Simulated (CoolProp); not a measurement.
Values from CoolProp's reference Helmholtz-energy equation of state, Gao 2022.

Question: Give the vapour pressure (kPa), liquid density (kg/m³), vapour Z of saturated n-perfluorohexane at 382.8 K.

Answer: 
```tsv
T (K)	p (kPa)	liquid density (kg/m³)	vapour Z
382.8	450	1390	0.812
```
